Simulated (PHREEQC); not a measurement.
Consider water at 20 °C with 0.17 mol NH4Br per kg of water. Closed to the air; pH follows from the charge balance.

Computed with PHREEQC (ion-association model, phreeqc.dat).

```yaml
pH: 5.22
ionic_strength: 0.170 mol/kgw
activity_of_water: 0.994
specific_conductance: 18100 µS/cm
density: 1.008 g/cm³
```

```json
[
 {"species": "Br-", "molality": "0.170", "activity": "0.121", "log γ": "-0.148"},
 {"species": "NH4+", "molality": "0.170", "activity": "0.119", "log γ": "-0.156"},
 {"species": "H+", "molality": "7.51e-6", "activity": "6.05e-6", "log γ": "-0.094"},
 {"species": "NH3", "molality": "7.51e-6", "activity": "7.81e-6", "log γ": "0.017"},
 {"species": "OH-", "molality": "1.56e-9", "activity": "1.12e-9", "log γ": "-0.142"}
]
```

No solid was allowed to form. Species that the database lacks are ignored.
